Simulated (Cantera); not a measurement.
**Silicon nitride deposition: trisilylamine + N2 + H2**

Input: 1 mol trisilylamine, 13 mol N2, 48 mol H2, equilibrated at 3.50 mbar.

Cantera equilibrium calculation (NASA polynomials, part measured and part estimated; ideal gas, pure solids and liquids). Candidate condensed phases: Si, Si3N4; 18 gas species. The feed counts by its element totals alone. Equilibrium is a limit: real reactors are often held back by kinetics, nucleation or transport.

From 902 °C to 1352 °C the condensed part is Si3N4(s). At 1402 °C the condensed part is Si(s).

| T (°C) | x H2 | x N2 | x H | x Si | x SiH | x SiH2 | x Si2N | n Si3N4(s) | n Si(s) |
|---|---|---|---|---|---|---|---|---|---|
| 902 | 0.820 | 0.180 | 1.88e-6 | <1e-12 | <1e-12 | 4.37e-12 | <1e-12 | 1.00 | 0 |
| 952 | 0.820 | 0.180 | 4.77e-6 | 2.08e-12 | 1.43e-12 | 3.37e-11 | <1e-12 | 1.00 | 0 |
| 1002 | 0.820 | 0.180 | 1.13e-5 | 3.01e-11 | 1.54e-11 | 2.21e-10 | <1e-12 | 1.00 | 0 |
| 1052 | 0.820 | 0.180 | 2.50e-5 | 3.55e-10 | 1.38e-10 | 1.26e-9 | <1e-12 | 1.00 | 0 |
| 1102 | 0.820 | 0.180 | 5.25e-5 | 3.48e-9 | 1.05e-9 | 6.30e-9 | 7.59e-12 | 1.00 | 0 |
| 1152 | 0.820 | 0.180 | 0.000104 | 2.91e-8 | 6.93e-9 | 2.81e-8 | 1.13e-10 | 1.000 | 0 |
| 1202 | 0.820 | 0.180 | 0.000199 | 2.10e-7 | 4.01e-8 | 1.13e-7 | 1.40e-9 | 1.000 | 0 |
| 1252 | 0.820 | 0.180 | 0.000362 | 1.33e-6 | 2.06e-7 | 4.15e-7 | 1.47e-8 | 1.000 | 0 |
| 1302 | 0.820 | 0.180 | 0.000636 | 7.46e-6 | 9.55e-7 | 1.40e-6 | 1.32e-7 | 1.000 | 0 |
| 1352 | 0.819 | 0.180 | 0.00108 | 3.76e-5 | 4.02e-6 | 4.38e-6 | 1.03e-6 | 0.999 | 0 |
| 1402 | 0.794 | 0.204 | 0.00175 | 0.000124 | 1.10e-5 | 8.93e-6 | 3.94e-6 | 0 | 2.99 |
x: gas mole fraction; n: condensed amount in mol.
